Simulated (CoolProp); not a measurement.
Hydrogen chloride along the isobar 9.86 MPa: Z from the reference equation and from simpler models built on Tc = 51.5 °C, pc = 8.314 MPa, ω = 0.130; each cubic takes its own stable root.

Computed with CoolProp (reference Helmholtz-energy equation of state, Thol 2018).

```csv
T (°C),phase,reference
-32.75,liquid,0.1690
-12.05,liquid,0.1653
8.65,liquid,0.1652
29.35,liquid,0.1708
49.95,liquid,0.1945
70.65,supercritical,0.4998
91.35,supercritical,0.6474
112.05,supercritical,0.7265
132.75,supercritical,0.7796
153.35,supercritical,0.8183
174.05,supercritical,0.8483
194.75,supercritical,0.8721
```

Question: How far does each simpler model (van der Waals, Redlich-Kwong, Soave-Redlich-Kwong, Peng-Robinson) lie from the reference over these 12 states: mean and median of the absolute difference, and the worst?

Answer: 
- van der Waals: mean 26.8 %, median 2.2 %, worst +64.9 % at -32.75 °C and 9.86 MPa
- Redlich-Kwong: mean 9.3 %, median 1.8 %, worst +28.8 % at 49.95 °C and 9.86 MPa
- Soave-Redlich-Kwong: mean 10.4 %, median 5.3 %, worst +28.4 % at 49.95 °C and 9.86 MPa
- Peng-Robinson: mean 3.0 %, median 0.8 %, worst +15.9 % at 49.95 °C and 9.86 MPa
